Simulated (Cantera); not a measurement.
Input: 1 mol Cu2O, a varied amount of C, 0.14 mol N2, held at 1.00 bar.

Method: chemical equilibrium by Gibbs-energy minimisation in Cantera with the NASA 1993 tables (ideal gas, pure condensed phases). Candidate condensed phases: C, Cu, CuO, Cu2O; 27 gas species. Each liquid is taken as pure. Mutual solubility and eutectic melting of coexisting phases are not modelled. Kinetics and transport are ignored.

Q: What condenses at these points (T in K, n(C) in mol): (1623, 0.72); (1523, 0.72); (1423, 2.6); (1423, 0.43); (1823, 1.2); (1823, 0.72)?

A: 
```json
[
 {"T (K)": "1623", "n(C) in mol": "0.72", "condensed phases": "Cu", "Cu condensed (%)": "100.0"},
 {"T (K)": "1523", "n(C) in mol": "0.72", "condensed phases": "Cu", "Cu condensed (%)": "100.0"},
 {"T (K)": "1423", "n(C) in mol": "2.6", "condensed phases": "C + Cu", "Cu condensed (%)": "100.0"},
 {"T (K)": "1423", "n(C) in mol": "0.43", "condensed phases": "Cu + Cu2O", "Cu condensed (%)": "100.0"},
 {"T (K)": "1823", "n(C) in mol": "1.2", "condensed phases": "C + Cu", "Cu condensed (%)": "100.0"},
 {"T (K)": "1823", "n(C) in mol": "0.72", "condensed phases": "Cu", "Cu condensed (%)": "100.0"}
]
```
